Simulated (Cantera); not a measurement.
A perfectly stirred reactor is fed with H₂ : O₂ = 0.11 : 1 (molar parts), equivalence ratio 0.055, at 20.0 Torr; it is held at 1250 K, and followed from long to short residence time.

Model: the H2/O2 subset of GRI-Mech 3.0, which has no nitrogen chemistry, integrated in Cantera. Radical loss at walls, strong at low pressure, is not modelled. The temperature is held fixed by assumption; the heat of reaction is taken as removed at once.

Q: What does this change do: H2 0.11 to 0.44 parts?

A: 
```json
[
 {"quantity": "x(H₂) at τ = 17.0 s", "before": "3.01e-5", "after": "9.03e-5"},
 {"quantity": "x(O₂) at τ = 17.0 s", "before": "0.895", "after": "0.639"},
 {"quantity": "x(OH) at τ = 17.0 s", "before": "0.000499", "after": "0.000828"},
 {"quantity": "x(O) at τ = 17.0 s", "before": "0.000232", "after": "0.000187"},
 {"quantity": "x(H₂O₂) at τ = 17.0 s", "before": "6.28e-8", "after": "1.94e-7"},
 {"quantity": "x(H₂) at τ = 0.100 s", "before": "0.000747", "after": "0.00255"},
 {"quantity": "x(O₂) at τ = 0.100 s", "before": "0.888", "after": "0.633"},
 {"quantity": "x(OH) at τ = 0.100 s", "before": "0.00274", "after": "0.00463"},
 {"quantity": "x(O) at τ = 0.100 s", "before": "0.00671", "after": "0.00574"},
 {"quantity": "x(H₂O₂) at τ = 0.100 s", "before": "2.73e-7", "after": "9.63e-7"}
]
```

Q: What does this change do: H2 0.11 to 0.66 parts?

A: 
| quantity | before | after |
|---|---|---|
| x(H₂) at τ = 17.0 s | 3.01e-5 | 0.000132 |
| x(O₂) at τ = 17.0 s | 0.895 | 0.503 |
| x(OH) at τ = 17.0 s | 0.000499 | 0.000929 |
| x(O) at τ = 17.0 s | 0.000232 | 0.000171 |
| x(H₂O₂) at τ = 17.0 s | 6.28e-8 | 2.64e-7 |
| x(H₂) at τ = 0.100 s | 0.000747 | 0.00383 |
| x(O₂) at τ = 0.100 s | 0.888 | 0.498 |
| x(OH) at τ = 0.100 s | 0.00274 | 0.00520 |
| x(O) at τ = 0.100 s | 0.00671 | 0.00533 |
| x(H₂O₂) at τ = 0.100 s | 2.73e-7 | 1.34e-6 |
